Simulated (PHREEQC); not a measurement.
HF is added in steps, without added water, to 1 kg of water holding 0.01 mol/kgw H2SO4 and 0.0015 mol/kgw NiCl2, at 25 °C. Oxygen is held at 0.21 atm. No CO2 enters from the air. Only these solids could form: Ni(OH)2, Ni4(OH)6SO4, Morenosite.

Base run: PHREEQC, ion-association model, wateq4f.dat. Each further column changes one thing. The table gives pH.

```csv
HF added (mol),base,NiCl2 replaced by PbCl2 at the same molality,diluted 2-fold with water,H2SO4 from 0.01 to 0.015 mol/kgw,no solid may form
0,1.86,1.85,2.12,1.71,1.86
0.0025,1.86,1.85,2.11,1.71,1.86
0.005,1.86,1.84,2.10,1.71,1.86
0.00625,1.86,1.84,2.10,1.71,1.86
0.00875,1.85,1.84,2.09,1.71,1.85
0.01125,1.85,1.84,2.08,1.71,1.85
0.01375,1.85,1.83,2.07,1.71,1.85
0.015,1.84,1.83,2.07,1.70,1.84
0.0175,1.84,1.83,2.06,1.70,1.84
0.02,1.84,1.83,2.06,1.70,1.84
```

wateq4f.dat counts part of the HF as a dimer, H2F2, which phreeqc.dat doesn't know; its constant is uncertain. Solids allowed in the column 'NiCl2 replaced by PbCl2 at the same molality': PbF2, Matlockite, Litharge, Anglesite, Cotunnite, Laurionite, Larnakite.
